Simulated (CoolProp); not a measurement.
A simple Rankine cycle with R1233zd(E): condensing at 324.15 K, boiler at 0.951 MPa, turbine inlet 370.9 K, turbine efficiency 0.8, pump efficiency 0.6, no recuperator. Each further row changes one setting.

Computed with CoolProp (reference Helmholtz-energy equation of state, Akasaka 2022).

```
case                             thermal efficiency (%)  net work (kJ/kg)  heat in (kJ/kg)  turbine exit temperature (K)  volume ratio over the turbine
-------------------------------  ----------------------  ----------------  ---------------  ----------------------------  -----------------------------
as stated                                           8.2              16.9              206                         338.1                           3.30
turbine inlet 390.9 K                               8.2              18.5                …                         359.3                              …
condensing temperature 316.15 K                       …              20.6              216                         332.3                           4.20
boiler pressure 0.666 MPa                           5.9              12.5              212                         349.9                           2.22
turbine efficiency 0.7                              7.1              14.6              206                         340.6                           3.33
```

Q: Complete the blanks.

A: 
- turbine inlet 390.9 K, heat in (kJ/kg): 227
- turbine inlet 390.9 K, volume ratio over the turbine: 3.22
- condensing temperature 316.15 K, thermal efficiency (%): 9.5
